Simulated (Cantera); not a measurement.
Charge: 1 mol CH3Cl, 0.009 mol CH4, 3.1 mol H2, equilibrated at 133 Pa.

Method: chemical equilibrium by Gibbs-energy minimisation in Cantera with the NASA 1993 tables (ideal gas, pure condensed phases). Candidate condensed phases: C, C6H6, C7H8, C8H18; 91 gas species. Equilibrium is a limit: real reactors are often held back by kinetics, nucleation or transport.

At 2173 K, list the 5 most abundant gas species with their mole fractions, and the condensed phases.

H2 0.705, HCl 0.164, H 0.111, Cl 0.0188, C2H2 (acetylene) 0.00156. Condensed: C(graphite).
